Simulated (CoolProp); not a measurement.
Values from CoolProp's reference Helmholtz-energy equation of state, Lemmon 2003. It is a pseudo-pure fit of the blend.

Question: For R507A, give the phase and the speed of sound (m/s), Prandtl number at 269.5 K and 0.101 MPa; 286.5 K and 0.101 MPa.

Answer: 
- 269.5 K and 0.101 MPa: gas; speed of sound 156, Prandtl number 0.798
- 286.5 K and 0.101 MPa: gas; speed of sound 161, Prandtl number 0.791

Viscosity comes from a separate model (Geller 2000). Thermal conductivity comes from a separate model (Geller 2001).
